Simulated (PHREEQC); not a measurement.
A solution holds 0.36 mol/kgw HCl, 0.003 mol/kgw NaCl and 0.00056 mol/kgw MnSO4, at 85 °C. Closed to the air; pH follows from the charge balance.

Computed with PHREEQC (ion-association model, phreeqc.dat).

No solid was allowed to form.

Task: Predict the pH.

Result: pH 0.57.

Task: In which forms is Mn present?

Result: Mn+2 74 %, MnCl+ 25 %, MnCl2 1.5 % of the Mn.

Away from 25 °C the constants follow the database's enthalpies or fits; those with neither stay at their 25 °C values.
